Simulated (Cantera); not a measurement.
Charge: 1 mol CuO, 350 mol H2, 53 mol N2, at 923.15 K and 0.413 Torr.

These are equilibrium values from Cantera (NASA tables, ideal gas, pure condensed phases), not measurements of a reactor. Candidate condensed phases: Cu, CuO, Cu(OH)2, Cu2O, H2O; 27 gas species. Equilibrium is a limit: real reactors are often held back by kinetics, nucleation or transport.

Base state: H2 0.866, N2 0.132, H2O 0.00248 (mole fractions); condensed: Cu(s).

Problem. What changes in the equilibrium state with this change: temperature from 923.15 K to 1648.15 K?

Solution. 
```
species      before    after
----------  -------  -------
H2            0.866    0.861
N2            0.132    0.131
H           9.75e-9  0.00353
Cu          1.00e-9  0.00247
H2O         0.00248  0.00247
Cu(s), mol     1.00        0
```

Problem. What changes in the equilibrium state with this change: temperature from 923.15 K to 1898 K?

Solution. 
```json
[
 {"species": "H2", "before": "0.866", "after": "0.835"},
 {"species": "N2", "before": "0.132", "after": "0.129"},
 {"species": "H", "before": "9.75e-9", "after": "0.0305"},
 {"species": "Cu", "before": "1.00e-9", "after": "0.00244"},
 {"species": "H2O", "before": "0.00248", "after": "0.00243"},
 {"species": "Cu(s), mol", "before": "1.00", "after": "0"}
]
```
